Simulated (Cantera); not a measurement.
## Premixed flame

A freely propagating, adiabatic, planar premixed flame of 33.3 % H₂, 12.8 % O₂, 53.9 % N₂, equivalence ratio 1.3, unburnt at 550 K and 610000 Pa; mixture-averaged transport, grid criteria slope 0.08 and curve 0.16, no radiation.

Model: the H2/O2 subset of GRI-Mech 3.0, which has no nitrogen chemistry, integrated in Cantera. The hydrogen kinetics of GRI-Mech 3.0 are dated; newer H2 mechanisms differ, most at raised pressure. Burning velocities carry a grid error of a few per cent, more on coarse grids.

```
z (mm)   T (K)  u (m/s)    x H₂      x O₂    x H₂O     x HO₂       x O     x OH
-------  -----  -------  ------  --------  -------  --------  --------  -------
-0.131     550     6.46   0.333     0.128    <1e-8     <1e-8     <1e-8    <1e-8
-0.0874    550     6.46   0.333     0.128  3.73e-8     <1e-8     <1e-8    <1e-8
-0.0655    550     6.46   0.333     0.128  4.60e-7   7.56e-8     <1e-8    <1e-8
-0.0437    551     6.46   0.332     0.128  9.32e-6   1.99e-6   4.08e-8    <1e-8
-0.0218    593     6.84   0.318     0.130  0.00172  0.000444   7.53e-6  3.24e-5
-0.0109    877     9.77   0.276     0.123   0.0276  0.000888  0.000265  0.00105
0         1336     14.4   0.201    0.0906    0.102  0.000400   0.00230  0.00284
0.0109    1670     17.8   0.132    0.0458    0.186  0.000176   0.00456  0.00656
0.0218    1853     19.7  0.0976    0.0204    0.232   7.20e-5   0.00475  0.00960
0.0437    2022     21.3  0.0832   0.00708    0.258   2.31e-5   0.00378   0.0116
0.0874    2166     22.6  0.0822   0.00350    0.269   1.06e-5   0.00229   0.0107
0.175     2281     23.6  0.0823   0.00176    0.279   4.92e-6   0.00112  0.00840
0.350     2359     24.3  0.0823  0.000751    0.286   1.92e-6  0.000462  0.00581
```
x: mole fraction of selected species; z is measured from the peak of heat release.

```yaml
laminar_burning_velocity: 646 cm/s
thermal_thickness: 0.0437 mm
peak x(HO₂): 0.00106
peak x(O): 0.00483
peak x(OH): 0.0116
grid_points: 108
```
